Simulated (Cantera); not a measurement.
An adiabatic, constant-volume homogeneous reactor starts with H₂ : O₂ : N₂ = 1 : 1.19 : 4.48 (molar parts), equivalence ratio 0.42, at 1175 K and 750 Torr.

Computed with Cantera and the H2/O2 subset of GRI-Mech 3.0, which has no nitrogen chemistry.

Predict: time of steepest temperature rise; temperature at 1.00 s; equilibrium temperature; x(H₂) at 1.00 s; x(O₂) at 1.00 s; x(O) at 1.00 s; x(HO₂) at 1.00 s; x(OH) at 1.00 s; x(H₂O) at 1.00 s.


| Item | Result |
|---|---|
| time of steepest temperature rise | 56.2 µs |
| temperature at 1.00 s | 2420 K |
| equilibrium temperature | 2420 K |
| x(H₂) at 1.00 s | 0.00136 (gas-phase equilibrium 0.00136) |
| x(O₂) at 1.00 s | 0.108 (gas-phase equilibrium 0.108) |
| x(O) at 1.00 s | 0.00231 (gas-phase equilibrium 0.00231) |
| x(HO₂) at 1.00 s | 1.03e-5 (gas-phase equilibrium 1.03e-5) |
| x(OH) at 1.00 s | 0.0100 (gas-phase equilibrium 0.0100) |
| x(H₂O) at 1.00 s | 0.155 (gas-phase equilibrium 0.155) |
